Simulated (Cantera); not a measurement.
Charge: 1 mol H₂S, 0.065 mol H₂, 3.5 mol O₂, held at 1527 °C and 2.20 bar.

Equilibrium computed with Cantera from the NASA thermochemical tables; the gas is ideal and each condensed phase is pure. Candidate condensed phases: H₂O, H₂SO₄, S; 19 gas species. Kinetics and transport are ignored.

Base state: O₂ 0.487, H₂O 0.264, SO₂ 0.246, SO₃ 0.00267, OH 0.00113, O 5.72e-5, H₂ 1.37e-5 (mole fractions); condensed: gas only.

Q: What changes in the equilibrium state with this change: temperature from 1527 °C to 2875 °C?

A: 
```tsv
species	before	after
O₂	0.487	0.403
SO₂	0.246	0.200
H₂O	0.264	0.171
OH	0.00113	0.0909
H	8.94e-7	0.0188
SO	4.70e-6	0.0235
O	5.72e-5	0.0787
H₂	1.37e-5	0.0131
S	<1e-9	0.000550
SH	<1e-9	8.71e-5
HO₂	4.32e-6	0.000143
SO₃	0.00267	0.000142
```
